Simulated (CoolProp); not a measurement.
Vapour-liquid equilibrium of n-butane (1) + cyclohexane (2) at 307.3 K; x and y are mole fractions of (1).

Values from CoolProp's multi-fluid Helmholtz-energy mixture model, Bücker 2006 and Zhou 2014; pair parameters Bell 2016.

Q: Give the bubble pressure and the first vapour's composition at x = 0.05, 0.35, 0.95. Is there an azeotrope?

A: x = 0.05: 0.03026 MPa, y = 0.388; x = 0.35: 0.1172 MPa, y = 0.892; x = 0.95: 0.3042 MPa, y = 0.996. No azeotrope shows between x = 0.05 and 0.95.

Pair parameters are fitted to limited data, so mixtures are less certain than the pure fluids.
